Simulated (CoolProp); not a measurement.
Saturation properties of nitrous oxide.

Model: reference Helmholtz-energy equation of state, Lemmon 2006, in CoolProp. It is a short technical equation, of lower accuracy than the large ones.

```json
[
 {"T (°C)": "-57.45", "p (MPa)": "0.4790", "liquid density (kg/m³)": "1135", "liquid cp (kJ/(kg K))": "1.774", "vapour Z": "0.9214"},
 {"T (°C)": "-55.05", "p (MPa)": "0.5292", "liquid density (kg/m³)": "1127", "liquid cp (kJ/(kg K))": "1.782", "vapour Z": "0.9157"},
 {"T (°C)": "-52.65", "p (MPa)": "[?]", "liquid density (kg/m³)": "[?]", "liquid cp (kJ/(kg K))": "1.790", "vapour Z": "0.9099"},
 {"T (°C)": "-50.25", "p (MPa)": "0.6412", "liquid density (kg/m³)": "1111", "liquid cp (kJ/(kg K))": "1.799", "vapour Z": "0.9038"},
 {"T (°C)": "-47.75", "p (MPa)": "0.7061", "liquid density (kg/m³)": "1102", "liquid cp (kJ/(kg K))": "1.809", "vapour Z": "[?]"},
 {"T (°C)": "-45.35", "p (MPa)": "0.7730", "liquid density (kg/m³)": "1094", "liquid cp (kJ/(kg K))": "1.819", "vapour Z": "0.8905"},
 {"T (°C)": "-42.95", "p (MPa)": "0.8444", "liquid density (kg/m³)": "1085", "liquid cp (kJ/(kg K))": "1.830", "vapour Z": "0.8836"},
 {"T (°C)": "-40.55", "p (MPa)": "0.9206", "liquid density (kg/m³)": "1077", "liquid cp (kJ/(kg K))": "1.841", "vapour Z": "0.8765"},
 {"T (°C)": "-38.15", "p (MPa)": "1.002", "liquid density (kg/m³)": "1068", "liquid cp (kJ/(kg K))": "1.854", "vapour Z": "0.8691"},
 {"T (°C)": "-35.75", "p (MPa)": "1.088", "liquid density (kg/m³)": "[?]", "liquid cp (kJ/(kg K))": "1.867", "vapour Z": "0.8615"},
 {"T (°C)": "-33.35", "p (MPa)": "1.180", "liquid density (kg/m³)": "1050", "liquid cp (kJ/(kg K))": "1.882", "vapour Z": "0.8536"},
 {"T (°C)": "-30.95", "p (MPa)": "[?]", "liquid density (kg/m³)": "1041", "liquid cp (kJ/(kg K))": "1.897", "vapour Z": "0.8454"},
 {"T (°C)": "-28.55", "p (MPa)": "[?]", "liquid density (kg/m³)": "1032", "liquid cp (kJ/(kg K))": "1.914", "vapour Z": "0.8369"},
 {"T (°C)": "-26.05", "p (MPa)": "1.494", "liquid density (kg/m³)": "1022", "liquid cp (kJ/(kg K))": "1.933", "vapour Z": "0.8277"},
 {"T (°C)": "-23.65", "p (MPa)": "1.609", "liquid density (kg/m³)": "1013", "liquid cp (kJ/(kg K))": "1.952", "vapour Z": "0.8186"}
]
```

Task: What belongs in the gaps?

Result: 
- -52.65, p (MPa): 0.5832
- -52.65, liquid density (kg/m³): 1119
- -47.75, vapour Z: 0.8971
- -35.75, liquid density (kg/m³): 1059
- -30.95, p (MPa): 1.277
- -28.55, p (MPa): 1.380

It boils at -88.5 °C under 1 atm.
